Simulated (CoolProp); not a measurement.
Vapour-liquid equilibrium of propane (1) + c-C4F8 (RC318) (2) at 50.65 °C; x and y are mole fractions of (1).

Values from CoolProp's multi-fluid Helmholtz-energy mixture model, Lemmon 2009 and Platzer 1990; pair parameters Bell 2016. This equation is an older, rougher fit; its heat capacities, sound speeds and derivatives of the liquid may be far off and weren't checked against measurements.

| x | bubble pressure (MPa) | y at the bubble point | dew pressure at overall composition x (MPa) | liquid density (mol/L) |
|---|---|---|---|---|
| 0.05 | 0.7848 | 0.170 | 0.6924 | 7.008 |
| 0.15 | 1.012 | 0.381 | 0.7679 | 7.164 |
| 0.25 | 1.201 | 0.505 | 0.8595 | 7.329 |
| 0.35 | 1.352 | 0.587 | 0.9719 | 7.509 |
| 0.45 | 1.472 | 0.649 | 1.111 | 7.715 |
| 0.55 | 1.567 | 0.702 | 1.281 | 7.963 |
| 0.65 | 1.644 | 0.751 | 1.473 | 8.273 |
| 0.75 | 1.703 | 0.804 | 1.642 | 8.668 |
| 0.85 | 1.742 | 0.866 | 1.735 | 9.169 |
| 0.95 | 1.751 | 0.948 | 1.750 | 9.791 |

y crosses x between x = 0.85 and 0.95: the model has an azeotrope there.

Pair parameters are fitted to limited data, so mixtures are less certain than the pure fluids.
